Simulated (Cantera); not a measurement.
Input (Python, Cantera) and output of one run.

```python
import numpy as np
import cantera as ct

gas_names = """
    B BH BH2 BH3 BN B2 H H2 N NH NH2 NH3 N2 N2H2 N2H4
""".split()
cond_names = """
    B(b) B(L) BN(s)
""".split()


def load(file, names, dense=False):
    # The tables refer to 1 bar. Condensed volumes are neglected.
    table = {s.name: s for s in ct.Species.list_from_file(file)}
    out = []
    for n in names:
        d = dict(table[n].input_data)
        d["thermo"] = dict(d["thermo"], **{"reference-pressure": 1e5})
        if dense:
            d["equation-of-state"] = {"model": "constant-volume", "density": "1e6 g/cm^3"}
        out.append(ct.Species.from_dict(d))
    return out


gas = ct.Solution(thermo="ideal-gas", species=load("nasa_gas.yaml", gas_names))
cond = {s.name: ct.Solution(thermo="fixed-stoichiometry", species=[s], name=s.name)
        for s in load("nasa_condensed.yaml", cond_names, dense=True)}
atoms = {
    'B': {'B': 1},
    'NH3': {'N': 1, 'H': 3},
}
top_T = {'BN(s)': 3200}  # K; cautious upper limits of use, not melting points


def equilibrate(T, P, feed):
    n = {}
    for name, mol in feed.items():
        for a, k in atoms[name].items():
            n[a] = n.get(a, 0.0) + k * mol
    gas.TPX = T, P, n
    mass = sum(n.values()) * gas.mean_molecular_weight
    gas.equilibrate("TP")
    valid = [c for c in cond.values() if c.min_temp <= T <= top_T.get(c.name, c.max_temp)]
    mix = ct.Mixture([(gas, mass / gas.mean_molecular_weight)] + [(c, 0.0) for c in valid])
    mix.T, mix.P = T, P
    mix.equilibrate("TP", solver="vcs", rtol=1e-11, max_steps=5000)
    return mix


results = []
T = 1873.15  # K
P = 1400  # Pa
for m in [0.17, 0.47, 0.77, 1.1, 1.4, 1.7, 2, 2.3, 2.6, 2.9]:
    feed = {'B': 1, 'NH3': m}  # mol
    mix = equilibrate(T, P, feed)
    results.append((T, P, feed, dict(zip(mix.species_names, mix.species_moles))))
    x = sorted(zip(gas.X, gas.species_names), reverse=True)
    print(f"T = {T:g} K  P = {P:g} Pa  n(NH3) = {m:g} mol  gas = {mix.phase_moles(0):.4g} mol")
    print("   x: " + "  ".join(f"{s} {v:.3e}" for v, s in x if v > 1e-05))
    print("   condensed (mol): " + ("  ".join(f"{mix.phase(i).name} {mix.phase_moles(i):.4g}"
          for i in range(1, mix.n_phases) if mix.phase_moles(i) > 1e-12) or "none"))
```

It prints:

```
T = 1873.15 K  P = 1400 Pa  n(NH3) = 0.17 mol  gas = 0.256 mol
   x: H2 9.932e-01  H 5.443e-03  N2 1.112e-03  BH2 2.133e-04
   condensed (mol): B(b) 0.8305  BN(s) 0.1694
T = 1873.15 K  P = 1400 Pa  n(NH3) = 0.47 mol  gas = 0.7077 mol
   x: H2 9.932e-01  H 5.443e-03  N2 1.112e-03  BH2 2.133e-04
   condensed (mol): B(b) 0.5314  BN(s) 0.4684
T = 1873.15 K  P = 1400 Pa  n(NH3) = 0.77 mol  gas = 1.159 mol
   x: H2 9.932e-01  H 5.443e-03  N2 1.112e-03  BH2 2.133e-04
   condensed (mol): B(b) 0.2323  BN(s) 0.7674
T = 1873.15 K  P = 1400 Pa  n(NH3) = 1.1 mol  gas = 1.705 mol
   x: H2 9.652e-01  N2 2.935e-02  H 5.365e-03  BH2 4.034e-05
   condensed (mol): BN(s) 0.9999
T = 1873.15 K  P = 1400 Pa  n(NH3) = 1.4 mol  gas = 2.306 mol
   x: H2 9.080e-01  N2 8.674e-02  H 5.204e-03  BH2 2.208e-05
   condensed (mol): BN(s) 0.9999
T = 1873.15 K  P = 1400 Pa  n(NH3) = 1.7 mol  gas = 2.907 mol
   x: H2 8.745e-01  N2 1.204e-01  H 5.107e-03  BH2 1.805e-05
   condensed (mol): BN(s) 0.9999
T = 1873.15 K  P = 1400 Pa  n(NH3) = 2 mol  gas = 3.509 mol
   x: H2 8.524e-01  N2 1.425e-01  H 5.042e-03  BH2 1.617e-05
   condensed (mol): BN(s) 0.9999
T = 1873.15 K  P = 1400 Pa  n(NH3) = 2.3 mol  gas = 4.11 mol
   x: H2 8.368e-01  N2 1.581e-01  H 4.996e-03  BH2 1.507e-05
   condensed (mol): BN(s) 0.9999
T = 1873.15 K  P = 1400 Pa  n(NH3) = 2.6 mol  gas = 4.712 mol
   x: H2 8.252e-01  N2 1.698e-01  H 4.961e-03  BH2 1.434e-05
   condensed (mol): BN(s) 0.9999
T = 1873.15 K  P = 1400 Pa  n(NH3) = 2.9 mol  gas = 5.313 mol
   x: H2 8.162e-01  N2 1.788e-01  H 4.934e-03  BH2 1.382e-05
   condensed (mol): BN(s) 0.9999
```

These are equilibrium values from Cantera (NASA tables, ideal gas, pure condensed phases), not measurements of a reactor. Mutual solubility and eutectic melting of coexisting phases are not modelled. The tables' values for BH2 are old estimates; treat these amounts as uncertain.
